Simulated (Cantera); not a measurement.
**Si3N4 + H2O + N2 (nitride etching)**

Input: 1 mol Si3N4, 6.5 mol H2O, 1.2 mol N2, at 1025 K and 0.00110 bar.

Cantera equilibrium calculation (NASA polynomials, part measured and part estimated; ideal gas, pure solids and liquids). Candidate condensed phases: H2O, Si, SiO2, Si2N2O, Si3N4; 35 gas species. Equilibrium is a limit: real reactors are often held back by kinetics, nucleation or transport.

```json
{
  "x(H2)": "0.619",
  "x(N2)": "0.330",
  "x(H2O)": "0.0515",
  "n(SiO2(β-quartz))": "3.00 mol",
  "gas_amount": "9.700 mol",
  "log10 activity of Si(s) (absent)": "-15.34"
}
```
